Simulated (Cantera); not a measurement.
Transport properties of process gases

Gas mixture: 39.7 % C2H4, 23.8 % N2, 23.0 % H2O, 13.4 % CO2, at 5.18 Torr, frozen composition.

Cantera's kinetic-theory transport with the Lennard-Jones parameters of GRI-Mech 3.0, ideal gas; thermal conductivity in the multicomponent form. Polar gases are described roughly by these parameters. The composition is frozen, though it would react at the higher temperatures.

| T (K) | ρ (kg/m³) | cp (J/kg/K) | μ (µPa s) | λ (mW/m/K) | Pr | D (cm²/s) C2H2 | D (cm²/s) H2O | D (cm²/s) CH4 |
|---|---|---|---|---|---|---|---|---|
| 400 | 0.00578 | 1483 | 16.4 | 33.8 | 0.718 | 35.9 | 46.2 | 48.3 |
| 500 | 0.00463 | 1647 | 19.9 | 45.4 | 0.722 | 54.3 | 71.3 | 72.5 |
| 600 | 0.00385 | 1797 | 23.2 | 57.5 | 0.726 | 75.6 | 101 | 100 |
| 700 | 0.00330 | 1925 | 26.4 | 69.6 | 0.729 | 99.5 | 135 | 132 |
| 800 | 0.00289 | 2032 | 29.3 | 81.5 | 0.731 | 126 | 172 | 166 |
| 900 | 0.00257 | 2127 | 32.1 | 93.3 | 0.733 | 155 | 213 | 204 |
| 1000 | 0.00231 | 2224 | 34.8 | 106 | 0.735 | 185 | 258 | 244 |
| 1100 | 0.00210 | 2302 | 37.4 | 117 | 0.736 | 218 | 305 | 287 |
| 1200 | 0.00193 | 2372 | 39.9 | 129 | 0.737 | 254 | 356 | 332 |
D: mixture-averaged diffusion coefficient of that species in the mixture.
